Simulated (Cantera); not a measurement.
**Ignition delay**

Mixture: 5.17 % C3H8, 19.9 % O2, 74.9 % N2, at 39000 Pa, adiabatic and at constant volume. Ignition delay is the time to a rise of 400 K.

Cantera simulation using GRI-Mech 3.0 (53 species, 325 reactions); the numbers are that mechanism's predictions, not measurements. GRI-Mech 3.0 was tuned for natural gas; its chemistry of propane as a main component is partial and can be far from experiment.

```
T0 (K)  delay (ms)
------  ----------
1275          2.19
1350         0.696
1425         0.277
1500         0.134
1575        0.0751
1650        0.0473
1725        0.0325
1800        0.0238
```

- apparent activation energy between 1650 and 1800 K = 110 kJ/mol
